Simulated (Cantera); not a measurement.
A perfectly stirred reactor is fed with H2 : O2 = 0.046 : 1 (molar parts), equivalence ratio 0.023, at 3200 Pa; it is held at 1400 K, and followed from long to short residence time.

Detailed kinetics in Cantera: the H2/O2 subset of GRI-Mech 3.0, which has no nitrogen chemistry. Radical loss at walls, strong at low pressure, is not modelled. The temperature is held fixed by assumption; the heat of reaction is taken as removed at once.

```csv
quantity,before,after
x(H2) at τ = 4.50 s,2.50e-5,1.05e-5
x(O2) at τ = 4.50 s,0.954,0.982
x(HO2) at τ = 4.50 s,4.80e-7,2.58e-7
x(H2O) at τ = 4.50 s,0.0445,0.0166
x(H) at τ = 4.50 s,1.41e-5,6.94e-6
x(H2) at τ = 56.0 ms,0.000349,0.000132
x(O2) at τ = 56.0 ms,0.943,0.975
x(HO2) at τ = 56.0 ms,2.63e-6,1.21e-6
x(H2O) at τ = 56.0 ms,0.0423,0.0157
x(H) at τ = 56.0 ms,0.000843,0.000293
```

Name the change that produced these shifts.
A) temperature 1400 to 950 K
B) pressure from 3200 Pa to 580 Pa
C) O2 1 to 2.7 parts
D) temperature 1400 to 1000 K

C, O2 1 to 2.7 parts
